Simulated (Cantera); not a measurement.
A closed system holds: 1 mol CF4, 1.6 mol Si, at 850 K and 13.3 mbar.

Equilibrium computed with Cantera from the NASA thermochemical tables; the gas is ideal and each condensed phase is pure. Candidate condensed phases: C, Si, SiC; 23 gas species. The tables' values for SiF3 are old estimates; treat these amounts as uncertain. Rates play no part.

Question: What is the equilibrium state?

Answer: 
| Property | Result |
|---|---|
| x(SiF4) | 1.000 |
| x(SiF3) | 1.27e-5 |
| n(C(graphite)) | 0.400 mol |
| n(SiC(s)) | 0.600 mol |
| gas amount | 1.000 mol |
| log10 activity of Si(s) (absent) | -4.08 |
